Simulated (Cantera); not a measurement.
A perfectly stirred reactor is fed with C2H6 : H2 = 1 : 5.3 (molar parts), at 15000 Pa; it is held at 1850 K, and followed from long to short residence time.

Model: GRI-Mech 3.0 (53 species, 325 reactions), integrated in Cantera. GRI-Mech 3.0 stops at C3 and has no aromatics, soot or wall deposition, so with more carbon than oxygen in the feed, carbon stays in small species such as C2H2 where larger ones or solid carbon would form.

Q: What does this change do: temperature 1850 to 1200 K?

A: 
| quantity | before | after |
|---|---|---|
| x(C2H6) at τ = 5.80 s | 6.07e-7 | 0.00225 |
| x(H2) at τ = 5.80 s | 0.875 | 0.824 |
| x(CH4) at τ = 5.80 s | 0.00480 | 0.0759 |
| x(CH2) at τ = 5.80 s | 2.51e-7 | 3.12e-11 |
| x(C2H) at τ = 5.80 s | 1.93e-6 | 3.98e-11 |
| x(C2H6) at τ = 0.140 s | 2.19e-5 | 0.0195 |
| x(H2) at τ = 0.140 s | 0.863 | 0.838 |
| x(CH4) at τ = 0.140 s | 0.0242 | 0.0412 |
| x(CH2) at τ = 0.140 s | 1.41e-6 | 1.42e-10 |
| x(C2H) at τ = 0.140 s | 2.04e-6 | 2.96e-11 |

Q: What does this change do: temperature 1850 to 1098 K?

A: 
```
quantity                 before     after
----------------------  -------  --------
x(C2H6) at τ = 5.80 s   6.07e-7    0.0128
x(H2) at τ = 5.80 s       0.875     0.833
x(CH4) at τ = 5.80 s    0.00480    0.0511
x(CH2) at τ = 5.80 s    2.51e-7  1.63e-12
x(C2H) at τ = 5.80 s    1.93e-6    <1e-12
x(C2H6) at τ = 0.140 s  2.19e-5    0.0874
x(H2) at τ = 0.140 s      0.863     0.845
x(CH4) at τ = 0.140 s    0.0242    0.0104
x(CH2) at τ = 0.140 s   1.41e-6  3.70e-12
x(C2H) at τ = 0.140 s   2.04e-6    <1e-12
```
